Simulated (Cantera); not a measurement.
A perfectly stirred reactor is fed with 27.1 % CH₄, 70.5 % H₂O, 2.36 % H₂, at 0.510 bar; it is held at 1998 K, and followed from long to short residence time.

Detailed kinetics in Cantera: GRI-Mech 3.0 (53 species, 325 reactions).

x: mole fraction; the columns are a selection and need not sum to one.

```tsv
τ (s)	x CH₄	x H₂O	x H₂	x H	x OH	x CH₂
15	0.000138	0.265	0.558	0.00166	7.81e-5	2.98e-8
6.6	0.000312	0.265	0.557	0.00164	7.76e-5	6.63e-8
2.9	0.000680	0.266	0.557	0.00163	7.75e-5	1.44e-7
1.3	?	0.267	0.555	0.00163	7.78e-5	?
0.56	?	0.271	0.551	0.00162	7.91e-5	?
0.24	0.00496	0.279	0.543	0.00160	8.19e-5	1.10e-6
0.11	0.00803	0.295	0.529	0.00158	8.72e-5	1.85e-6
0.047	0.0127	0.323	0.504	0.00153	9.75e-5	3.09e-6
0.021	0.0187	0.364	0.469	0.00146	0.000112	4.79e-6
0.0090	0.0272	0.417	0.422	0.00136	0.000132	7.27e-6
```

**Question.** Complete the blanks.

**Answer.** 
- 1.3, x CH₄: 0.00139
- 1.3, x CH₂: 2.94e-7
- 0.56, x CH₄: 0.00272
- 0.56, x CH₂: 5.86e-7
